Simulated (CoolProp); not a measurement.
Vapour-liquid equilibrium of R142b (1) + R113 (2) at 0.427 MPa; x and y are mole fractions of (1).

Computed with CoolProp (multi-fluid Helmholtz-energy mixture model, Lemmon 2006 and Marx 1992; pair parameters Bell 2016).

**Question.** Give the bubble temperature and the first vapour's composition at x = 0.425, 0.575, 0.725. Is there an azeotrope?

**Answer.** x = 0.425: 328.2 K, y = 0.795; x = 0.575: 320.7 K, y = 0.872; x = 0.725: 314.8 K, y = 0.926. No azeotrope shows between x = 0.05 and 0.95.

Pair parameters are fitted to limited data, so mixtures are less certain than the pure fluids.
